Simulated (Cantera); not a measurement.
Charge: 1 mol MgO, 0.11 mol SO₂, 0.1 mol O₂, held at 1825 K and 10.0 mbar.

Equilibrium computed with Cantera from the NASA thermochemical tables; the gas is ideal and each condensed phase is pure. Candidate condensed phases: Mg, MgO, MgS, MgSO₄, S; 14 gas species. Equilibrium is a limit: real reactors are often held back by kinetics, nucleation or transport.

What is the equilibrium state?


| Quantity | Result |
|---|---|
| x(SO₂) | 0.523 |
| x(O₂) | 0.475 |
| x(O) | 0.00106 |
| x(SO₃) | 0.000348 |
| x(SO) | 0.000198 |
| n(MgO(s)) | 1.00 mol |
| gas amount | 0.2101 mol |
| log10 activity of S(l) (absent) | -7.98 |
| log10 activity of Mg(l) (absent) | -10.23 |
